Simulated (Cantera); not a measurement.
A Cantera script and its output.

```python
import numpy as np
import cantera as ct

gas = ct.Solution("gri30.yaml")
gas.TPX = 2075, 31000, {'NO': 1, 'N2': 4.5}
inlet = ct.Reservoir(gas, clone=True)

reactor = ct.IdealGasConstPressureReactor(gas, energy="off", clone=False)
exhaust = ct.Reservoir(gas, clone=True)
tau = [24, 6.3, 1.6, 0.42, 0.11, 0.028, 0.0074, 0.0019][0]
for a, b in ((inlet, reactor), (reactor, exhaust)):
    ct.MassFlowController(a, b, mdot=lambda t: reactor.mass / tau)
net = ct.ReactorNet([reactor])
show = ['NO', 'N2O', 'O', 'O2', 'N2']

rows = []
print(f"{'tau/s':>10s}{'T/K':>9s}" + "".join(f"{s:>11s}" for s in show))
for tau in [24, 6.3, 1.6, 0.42, 0.11, 0.028, 0.0074, 0.0019]:
    net.initial_time = 0.0
    net.advance(30 * tau)
    before = gas.X
    net.advance(40 * tau)
    drift = np.max(np.abs(gas.X - before) / (gas.X + 1e-9))
    rows.append([gas.T, *gas[show].X, drift])
    print(f"{tau:10.3e}{gas.T:9.1f}" + "".join(f"{x:11.3e}" for x in gas[show].X))
```

It prints:

```
     tau/s      T/K         NO        N2O          O         O2         N2
 2.400e+01   2075.0  1.680e-02  3.112e-07  6.049e-04  8.217e-02  9.004e-01
 6.300e+00   2075.0  3.757e-02  7.779e-07  5.679e-04  7.179e-02  8.900e-01
 1.600e+00   2075.0  8.770e-02  3.493e-06  4.660e-04  4.677e-02  8.650e-01
 4.200e-01   2075.0  1.468e-01  9.884e-06  3.036e-04  1.731e-02  8.356e-01
 1.100e-01   2075.0  1.731e-01  1.406e-05  1.884e-04  4.213e-03  8.224e-01
 2.800e-02   2075.0  1.798e-01  1.504e-05  1.388e-04  9.170e-04  8.191e-01
 7.400e-03   2075.0  1.813e-01  1.435e-05  1.031e-04  1.718e-04  8.184e-01
 1.900e-03   2075.0  1.817e-01  1.138e-05  4.813e-05  1.580e-05  8.182e-01
```

Detailed kinetics in Cantera: GRI-Mech 3.0 (53 species, 325 reactions).
